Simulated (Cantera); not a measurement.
A Cantera script and what it prints.

```python
import numpy as np
import cantera as ct

gas_names = [...]  # 151 gases of nasa_gas.yaml made of C, H, N, O, Si
cond_names = """
    C(gr) C6H6(L) C7H8(L) C8H18(L),n-octa H2O(s) H2O(L) Si(cr) Si(L) SiC(b) SiO2(Lqz) SiO2(hqz) SiO2(L)
    Si2N2O(s) Si3N4(a)
""".split()


# ... load() reads the species with a 1 bar reference pressure and builds the phases ...
atoms = {
    'TEOS': {'Si': 1, 'C': 8, 'H': 20, 'O': 4},
    'CO2': {'C': 1, 'O': 2},
    'N2': {'N': 2},
}
top_T = {'C(gr)': 4500, 'SiC(b)': 3050, 'Si2N2O(s)': 2100, 'Si3N4(a)': 2400}  # K; cautious upper limits of use, not melting points


# ... equilibrate(T, P, feed) seeds the gas with the atoms and calls Mixture.equilibrate('TP', solver="vcs", rtol=1e-11, max_steps=5000) ...
results = []
feed = {'TEOS': 1, 'CO2': 3.6, 'N2': 40}  # mol
P = 1333.22  # Pa
for T in [1100, 1200, 1300, 1400, 1500, 1600, 1700, 1800, 1900]:
    mix = equilibrate(T, P, feed)
    results.append((T, P, feed, dict(zip(mix.species_names, mix.species_moles))))

top = {s: max(r[3][s] / sum(r[3][g] for g in gas_names) for r in results) for s in gas_names}
cols = sorted((s for s in top if top[s] > 0.0001), key=lambda s: -top[s])[:5]
seen = [c for c in cond_names if any(r[3].get(c, 0) > 1e-12 for r in results)]
print("log10 of partial pressures in bar; condensed amounts in mol")
print(f"{'T/K':>10s}" + "".join(f"{s[:9]:>10s}" for s in cols + seen))
for T, P, feed, n in results:
    ng = sum(n[g] for g in gas_names)
    print(f"{T:10.4g}" + "".join(f"{np.log10(max(n[s] / ng * P / 1e5, 1e-99)):10.3f}" for s in cols)
          + "".join(f"{n.get(c, 0):10.4g}" for c in seen))
```

It prints:

```
log10 of partial pressures in bar; condensed amounts in mol
       T/K        N2        CO        H2       SiO         H     C(gr)    SiC(b) SiO2(hqz) Si2N2O(s)
      1100    -2.045    -2.684    -2.648   -11.946    -8.911     2.402         0         1         0
      1200    -2.058    -2.625    -2.655    -9.388    -8.032    0.8993         0         0       0.5
      1300    -2.058    -2.625    -2.655    -7.989    -7.284     0.896         0         0       0.5
      1400    -2.058    -2.625    -2.655    -6.794    -6.640    0.8904         0         0    0.4996
      1500    -2.058    -2.626    -2.655    -5.762    -6.082    0.8824         0         0    0.4961
      1600    -2.059    -2.620    -2.661    -4.760    -5.595         0    0.6087         0    0.1559
      1700    -2.060    -2.625    -2.663    -4.165    -5.163         0    0.6857         0         0
      1800    -2.060    -2.626    -2.665    -4.147    -4.779         0    0.6719         0         0
      1900    -2.061    -2.627    -2.668    -4.122    -4.435         0    0.6481         0         0
```

Cantera equilibrium calculation (NASA polynomials, part measured and part estimated; ideal gas, pure solids and liquids). The feed counts by its element totals alone. N2 is the only nitrogen source here; it is nearly inert below about 1500 K, so the nitride shown seldom forms there in practice. Mutual solubility and eutectic melting of coexisting phases are not modelled.
